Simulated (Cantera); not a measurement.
Charge: 1 mol Si₂Cl₆, 28 mol NH₃, 34 mol N₂, equilibrated at 93.0 mbar.

Equilibrium computed with Cantera from the NASA thermochemical tables; the gas is ideal and each condensed phase is pure. Candidate condensed phases: NH₄Cl, Si, Si₃N₄; 28 gas species. The feed counts by its element totals alone. Rates play no part.

Over these rows the condensed part is Si₃N₄(s). Partial pressures as log10 of bar:

```
T (K)  1000/T (1/K)  log p SiCl₂  log p N₂  log p H₂  log p HCl
-----  ------------  -----------  --------  --------  ---------
1473         0.6789        -4.69     -1.32     -1.40      -2.22
1548         0.6460        -4.26     -1.32     -1.40      -2.22
1623         0.6161        -3.88     -1.32     -1.40      -2.24
1698         0.5889        -3.56     -1.32     -1.40      -2.26
1773         0.5640        -3.31     -1.32     -1.40      -2.30
1848         0.5411            ?     -1.32     -1.40      -2.35
```

Question: Fit log p(SiCl₂) = a + b·(1000/T) to the five rows, give the apparent enthalpy, and predict the row at 1848 K.

Answer: Means: 1000/T = 0.6188, log p = -3.940. Sxy = -0.099827, Sxx = 0.0082562, so b = -12.09 and a = -3.940 − (-12.09)×0.6188 = 3.54.
Apparent enthalpy: −19.145 × (-12.09) = 231 kJ/mol. With the condensed phases at unit activity, 1/3 Si₃N₄(s) + 2 HCl(g) = SiCl₂(g) + 2/3 N₂(g) + H₂(g) links this pressure to the main gases: over the six rows their terms move log p by -0.26 in all, so the slope isn't that reaction's ΔH° alone. The five rows lie within 0.03 of the line.
Prediction at 1848 K: 3.54 + (-12.09)×0.5411 = -3.00. The computed value is -3.11, 0.11 from the line.
